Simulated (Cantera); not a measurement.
Standard-state values (1 bar) from the NASA 1993 polynomials, evaluated with Cantera. Values are per mole of reaction as written; species without (g) are pure solids or liquids, kept so even where they would boil at 1 bar.

Task: Between 300 and 1450 K, where is each reaction favourable under standard conditions?
- CaS + O₂(g) ⇌ SO₂(g) + Ca(g)

Result: 
- CaS + O₂(g) ⇌ SO₂(g) + Ca(g): ΔG° is 312 kJ at 300 K and 166 kJ at 1450 K; it stays positive (K < 1). ΔH° is 338 kJ and ΔS° 119 J/K at 1450 K.
